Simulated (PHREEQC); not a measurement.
Make-up at 63 °C: 0.022 mol HF, 0.11 mol (CH3)4NF, 0.0014 mol H2SiF6 and 7.3e-05 mol H2SO4 per kg of water. Closed to the air; pH follows from the charge balance.

All values are PHREEQC results (ion-association model, wateq4f.dat), not measurements.

Q: The ionic strength comes out as 0.112 mol/kgw. What activity coefficients do HF2-, H+, F-, SiF6-2, SO4-2 get?

A: HF2- 0.74, H+ 0.81, F- 0.74, SiF6-2 0.34, SO4-2 0.33.

No solid was allowed to form. (CH3)4N+ isn't in the database: it is added as a free cation with an ion size of 4 Å. Constants without temperature data keep their 25 °C values here. SiF6-2 is the database's only silicon fluoride.
